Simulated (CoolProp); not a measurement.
Vapour-liquid equilibrium of ethylene (1) + 1-butene (2) at 114 kPa; x and y are mole fractions of (1).

Values from CoolProp's multi-fluid Helmholtz-energy mixture model, Smukala 2000 and Lemmon 2005; pair parameters Bell 2016.

```json
[
 {"x": "0.05", "bubble temperature (K)": "[?]", "y at the bubble point": "0.713", "dew temperature at overall composition x (K)": "268.6", "liquid density (mol/L)": "11.87"},
 {"x": "0.2", "bubble temperature (K)": "204.9", "y at the bubble point": "0.971", "dew temperature at overall composition x (K)": "[?]", "liquid density (mol/L)": "13.36"},
 {"x": "0.35", "bubble temperature (K)": "[?]", "y at the bubble point": "0.992", "dew temperature at overall composition x (K)": "259.1", "liquid density (mol/L)": "[?]"},
 {"x": "0.5", "bubble temperature (K)": "184.1", "y at the bubble point": "0.997", "dew temperature at overall composition x (K)": "253.1", "liquid density (mol/L)": "[?]"},
 {"x": "0.65", "bubble temperature (K)": "179.1", "y at the bubble point": "0.998", "dew temperature at overall composition x (K)": "245.5", "liquid density (mol/L)": "16.91"},
 {"x": "0.8", "bubble temperature (K)": "175.3", "y at the bubble point": "0.999", "dew temperature at overall composition x (K)": "[?]", "liquid density (mol/L)": "18.22"},
 {"x": "0.95", "bubble temperature (K)": "172.3", "y at the bubble point": "1.000", "dew temperature at overall composition x (K)": "[?]", "liquid density (mol/L)": "[?]"}
]
```

Problem. Complete the blanks.

Solution. 
- 0.05, bubble temperature (K): 241.4
- 0.2, dew temperature at overall composition x (K): 264.2
- 0.35, bubble temperature (K): 191.6
- 0.35, liquid density (mol/L): 14.52
- 0.5, liquid density (mol/L): 15.68
- 0.8, dew temperature at overall composition x (K): 234.6
- 0.95, dew temperature at overall composition x (K): 212.3
- 0.95, liquid density (mol/L): 19.64

No azeotrope shows between x = 0.05 and 0.95.

Pair parameters are fitted to limited data, so mixtures are less certain than the pure fluids. The gap from Raoult's law changes sign with composition, which may be real or a fault of the pair parameters; it wasn't checked against measurements.
